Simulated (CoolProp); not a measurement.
Saturation properties of R13 (Tc = 303.0 K, pc = 3.973 MPa, ω = 0.175).

Model: reference Helmholtz-energy equation of state, Platzer 1990, in CoolProp. This equation is an older, rougher fit; its heat capacities, sound speeds and derivatives of the liquid may be far off and weren't checked against measurements.

```
T (K)  p (MPa)  enthalpy of vaporisation (kJ/kg)  liquid viscosity (µPa s)
-----  -------  --------------------------------  ------------------------
224.1   0.4340                             131.7                       196
227.5   0.4927                             129.5                       [?]
230.9   0.5570                             127.3                       178
234.3      [?]                             125.0                       170
237.7   0.7040                             122.6                       163
241.1   0.7874                             120.1                       155
244.5   0.8779                             117.4                       [?]
248     0.9787                             114.6                       141
251.4    1.085                             111.8                       135
254.8    1.199                             108.8                       128
258.2    1.321                             105.7                       122
261.6    1.452                             102.4                       116
```

Problem. Complete the blanks.

Solution. 
- 227.5, liquid viscosity (µPa s): 187
- 234.3, p (MPa): 0.6273
- 244.5, liquid viscosity (µPa s): 148

It boils at 191.7 K under 1 atm.

Viscosity comes from a separate model (Huber 2003), an estimate that may be off by 10 % or more.
